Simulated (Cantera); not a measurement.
Input: 1 mol SiCl₄, 20 mol NH₃, held at 1623 K and 750 Pa.

Cantera equilibrium calculation (NASA polynomials, part measured and part estimated; ideal gas, pure solids and liquids). The tables' values for SiCl₃, SiCl are old estimates; treat these amounts as uncertain. Kinetics and transport are ignored.

```
species          before     after
-------------  --------  --------
H₂                0.683     0.683
N₂                0.232     0.238
HCl              0.0734    0.0590
SiCl₂            0.0111    0.0179
Si              8.38e-6  0.000182
SiCl            1.79e-5  0.000106
H              0.000660   0.00195
Cl              5.59e-5  0.000133
SiCl₃          0.000103   4.49e-5
Si₃N₄(s), mol     0.177         0
Si(s), mol            0     0.234
```
Gas species are given as mole fractions.

### Question
Name the change that produced these shifts.
A. pressure from 750 Pa to 86.0 Pa
B. temperature from 1623 K to 875 K
C. temperature from 1623 K to 925 K
D. temperature from 1623 K to 1898.15 K

### Answer
A, pressure from 750 Pa to 86.0 Pa. The tables' values for SiCl, SiCl₃ are old estimates; treat these amounts as uncertain
